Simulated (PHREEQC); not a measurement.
Solution (20 °C): 0.044 mol NaH2PO4 and 0.00023 mol Na2CO3 per kg of water. Closed to the air; pH follows from the charge balance.

Equilibrium calculation in PHREEQC: ion-association model, phreeqc.dat.

| quantity | before | after |
|---|---|---|
| pH | 5.03 | 4.75 |
| HPO4-2 (mol/kgw) | 0.000486 | 0.000601 |
| CO2 (mol/kgw) | 0.000218 | 0.000223 |
| H3PO4 (mol/kgw) | 4.67e-5 | 0.000167 |

Question: Name the change that produced these shifts.
A. 0.00056 mol/kgw KOH added
B. NaH2PO4 from 0.044 to 0.22 mol/kgw
C. diluted 5-fold with water
D. diluted 10-fold with water
E. NaH2PO4 from 0.044 to 0.088 mol/kgw

Answer: E, NaH2PO4 from 0.044 to 0.088 mol/kgw

Precipitation was switched off in this run.
